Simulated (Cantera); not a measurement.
An adiabatic, constant-pressure homogeneous reactor starts with 3.84 % CH4, 20.2 % O2, 76.0 % N2, at 1573 K and 12.8 atm.

Cantera simulation using GRI-Mech 3.0 (53 species, 325 reactions); the numbers are that mechanism's predictions, not measurements. The pressure lies above the range GRI-Mech 3.0 was tuned for (to about 10 atm).

### Question
Predict: time of steepest temperature rise; temperature at 2.00 s; equilibrium temperature; x(O2) at 2.00 s; x(O) at 2.00 s.

### Answer
time of steepest temperature rise: 60.2 µs
temperature at 2.00 s: 2332 K
equilibrium temperature: 2332 K
x(O2) at 2.00 s: 0.118 (gas-phase equilibrium 0.118)
x(O) at 2.00 s: 0.000570 (gas-phase equilibrium 0.000570)
